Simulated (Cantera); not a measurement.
Feed: 1 mol AlN, a varied amount of Cl2, equilibrated at 1198.15 K and 23.3 Torr.

Cantera equilibrium calculation (NASA polynomials, part measured and part estimated; ideal gas, pure solids and liquids). Candidate condensed phases: Al, AlCl3, AlN; 11 gas species. Kinetics and transport are ignored.

Q: What share of the Al ends up in condensed phases as a function of n(Cl2) (mol), at 0.78, 0.9, 1, 1.2, 1.4, 1.6, 1.9, 2.2, 2.6, 3, 3.4, 4?

A: 
| n(Cl2) (mol) | Al condensed (%) | as |
|---|---|---|
| 0.78 | 48.0 | AlN(s) |
| 0.9 | 40.0 | AlN(s) |
| 1 | 33.3 | AlN(s) |
| 1.2 | 20.0 | AlN(s) |
| 1.4 | 6.6 | AlN(s) |
| 1.6 | 0.0 | - |
| 1.9 | 0.0 | - |
| 2.2 | 0.0 | - |
| 2.6 | 0.0 | - |
| 3 | 0.0 | - |
| 3.4 | 0.0 | - |
| 4 | 0.0 | - |
